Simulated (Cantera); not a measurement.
Input (Python, Cantera) and output of one run.

```python
import numpy as np
import cantera as ct

gas_names = """
    Cu CuF CuF2 CuO Cu2 F FO FO2 F2 F2O O O2 O3
""".split()
cond_names = """
    Cu(cr) Cu(L) CuF2(s) CuF2(L) CuO(s) Cu2O(s) Cu2O(L)
""".split()


# ... load() reads the species with a 1 bar reference pressure and builds the phases ...
atoms = {
    'CuO': {'Cu': 1, 'O': 1},
    'F2': {'F': 2},
    'O2': {'O': 2},
}
top_T = {'CuO(s)': 1390}  # K; cautious upper limits of use, not melting points


# ... equilibrate(T, P, feed) seeds the gas with the atoms and calls Mixture.equilibrate('TP', solver="vcs", rtol=1e-11, max_steps=5000) ...
results = []
P = 13332.2  # Pa
for T in [923, 973, 1023, 1073, 1123, 1173, 1223, 1273, 1323, 1373, 1423, 1473, 1523]:
    for m in [1.8, 2.3, 2.9, 3.7, 4.7, 6, 7.6, 9.6, 12]:
        feed = {'CuO': 1, 'F2': m, 'O2': 0.57}  # mol
        mix = equilibrate(T, P, feed)
        results.append((T, P, feed, dict(zip(mix.species_names, mix.species_moles))))

for T, P, feed, n in results:
    print(f"{T:7g} {feed['F2']:10.4g}  " + (" + ".join(c for c in cond_names if n.get(c, 0) > 1e-12) or "gas only"))
```

It prints:

```
    923        1.8  CuF2(s)
    923        2.3  CuF2(s)
    923        2.9  CuF2(s)
    923        3.7  CuF2(s)
    923        4.7  CuF2(s)
    923          6  CuF2(s)
    923        7.6  CuF2(s)
    923        9.6  CuF2(s)
    923         12  CuF2(s)
    973        1.8  CuF2(s)
    973        2.3  CuF2(s)
    973        2.9  CuF2(s)
    973        3.7  CuF2(s)
    973        4.7  CuF2(s)
    973          6  CuF2(s)
    973        7.6  CuF2(s)
    973        9.6  CuF2(s)
    973         12  CuF2(s)
   1023        1.8  CuF2(s)
   1023        2.3  CuF2(s)
   1023        2.9  CuF2(s)
   1023        3.7  CuF2(s)
   1023        4.7  CuF2(s)
   1023          6  CuF2(s)
   1023        7.6  CuF2(s)
   1023        9.6  CuF2(s)
   1023         12  CuF2(s)
   1073        1.8  CuF2(s)
   1073        2.3  CuF2(s)
   1073        2.9  CuF2(s)
   1073        3.7  CuF2(s)
   1073        4.7  CuF2(s)
   1073          6  CuF2(s)
   1073        7.6  CuF2(s)
   1073        9.6  CuF2(s)
   1073         12  CuF2(s)
   1123        1.8  CuF2(L)
   1123        2.3  CuF2(L)
   1123        2.9  CuF2(L)
   1123        3.7  CuF2(L)
   1123        4.7  CuF2(L)
   1123          6  CuF2(L)
   1123        7.6  CuF2(L)
   1123        9.6  CuF2(L)
   1123         12  CuF2(L)
   1173        1.8  CuF2(L)
   1173        2.3  CuF2(L)
   1173        2.9  CuF2(L)
   1173        3.7  CuF2(L)
   1173        4.7  CuF2(L)
   1173          6  CuF2(L)
   1173        7.6  CuF2(L)
   1173        9.6  CuF2(L)
   1173         12  CuF2(L)
   1223        1.8  CuF2(L)
   1223        2.3  CuF2(L)
   1223        2.9  CuF2(L)
   1223        3.7  CuF2(L)
   1223        4.7  CuF2(L)
   1223          6  CuF2(L)
   1223        7.6  CuF2(L)
   1223        9.6  CuF2(L)
   1223         12  CuF2(L)
   1273        1.8  CuF2(L)
   1273        2.3  CuF2(L)
   1273        2.9  CuF2(L)
   1273        3.7  CuF2(L)
   1273        4.7  CuF2(L)
   1273          6  CuF2(L)
   1273        7.6  CuF2(L)
   1273        9.6  CuF2(L)
   1273         12  CuF2(L)
   1323        1.8  CuF2(L)
   1323        2.3  CuF2(L)
   1323        2.9  CuF2(L)
   1323        3.7  CuF2(L)
   1323        4.7  CuF2(L)
   1323          6  CuF2(L)
   1323        7.6  CuF2(L)
   1323        9.6  CuF2(L)
   1323         12  gas only
   1373        1.8  CuF2(L)
   1373        2.3  CuF2(L)
   1373        2.9  CuF2(L)
   1373        3.7  CuF2(L)
   1373        4.7  CuF2(L)
   1373          6  gas only
   1373        7.6  gas only
   1373        9.6  gas only
   1373         12  gas only
   1423        1.8  CuF2(L)
   1423        2.3  CuF2(L)
   1423        2.9  CuF2(L)
   1423        3.7  gas only
   1423        4.7  gas only
   1423          6  gas only
   1423        7.6  gas only
   1423        9.6  gas only
   1423         12  gas only
   1473        1.8  CuF2(L)
   1473        2.3  gas only
   1473        2.9  gas only
   1473        3.7  gas only
   1473        4.7  gas only
   1473          6  gas only
   1473        7.6  gas only
   1473        9.6  gas only
   1473         12  gas only
   1523        1.8  gas only
   1523        2.3  gas only
   1523        2.9  gas only
   1523        3.7  gas only
   1523        4.7  gas only
   1523          6  gas only
   1523        7.6  gas only
   1523        9.6  gas only
   1523         12  gas only
```

Equilibrium computed with Cantera from the NASA thermochemical tables; the gas is ideal and each condensed phase is pure.
